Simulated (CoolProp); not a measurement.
Properties of isobutane along the isobar 0.795 MPa (Tc = 407.8 K, pc = 3.629 MPa, ω = 0.184).

The numbers come from the reference Helmholtz-energy equation of state, Bücker 2006 in CoolProp.

| T (K) | phase | cp (kJ/(kg K)) | expansivity (1/kK) | Prandtl number |
|---|---|---|---|---|
| 246.2 | liquid | 2.147 | 1.739 | 5.42 |
| 269.4 | liquid | 2.259 | 1.929 | 4.70 |
| 292.6 | liquid | ? | 2.205 | 4.22 |
| 315.8 | liquid | 2.551 | 2.639 | 3.87 |
| 339 | gas | 2.080 | 5.128 | ? |
| 362.1 | gas | 2.119 | ? | 0.794 |
| 385.3 | gas | 2.187 | 3.594 | 0.775 |
| 408.5 | gas | 2.267 | 3.183 | 0.762 |
| 431.7 | gas | 2.353 | 2.876 | 0.753 |
| 454.9 | gas | 2.440 | 2.636 | 0.745 |
| 478 | gas | 2.527 | 2.441 | 0.738 |
| 501.2 | gas | 2.613 | 2.278 | 0.731 |
| 524.4 | gas | 2.697 | 2.139 | 0.724 |

**Question.** Fill in the missing entries.

**Answer.** 
- 292.6, cp (kJ/(kg K)): 2.390
- 339, Prandtl number: 0.828
- 362.1, expansivity (1/kK): 4.185

Viscosity comes from a separate model (Vogel 2000). Thermal conductivity comes from a separate model (Perkins 2002).
